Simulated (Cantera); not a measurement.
A counterflow diffusion flame at 2.10 bar, nozzles 20 mm apart: fuel side 47.6 % CH4, 52.4 % H2 at 450 K, oxidiser side 19.0 % O2, 81.0 % N2 at 625 K, fuel mass flux 0.62 times the oxidiser's; mixture-averaged transport, no radiation.

Detailed kinetics in Cantera: GRI-Mech 3.0 (53 species, 325 reactions). GRI-Mech 3.0 has no aromatics or soot, which form on the fuel side of real flames. The maximum strain rate includes the flame's own expansion and is several times the mean.

x: mole fraction; the columns are a selection and need not sum to one.

```tsv
oxidiser flux (kg/m²/s)	max strain (1/s)	mean strain (1/s)	T max (K)	peak x OH	peak x H	peak x NO	peak x CO	peak x C2H2
1.3	532	138	2287	0.0110	0.00576	0.000263	0.0328	0.00816
1.7	685	181	2266	0.0110	0.00613	0.000241	0.0322	0.00777
2.3	899	245	2248	0.0112	0.00659	0.000221	0.0316	0.00740
3.1	[?]	330	2233	0.0113	0.00711	0.000204	0.0314	0.00720
4.1	1500	437	2217	0.0114	0.00759	0.000186	0.0311	0.00704
5.6	1970	597	2197	0.0114	0.00814	0.000165	0.0309	0.00685
7.5	2530	799	2175	0.0112	0.00861	0.000144	0.0306	0.00664
10	3340	1070	2154	0.0110	0.00908	0.000125	0.0304	0.00644
14	[?]	1490	2127	0.0107	0.00962	[?]	0.0303	0.00617
18	5930	1920	2107	0.0105	0.0100	8.62e-5	0.0304	0.00590
```

Some entries are withheld; supply them.


- 3.1, max strain (1/s): 1170
- 14, max strain (1/s): 4640
- 14, peak x NO: 0.000102
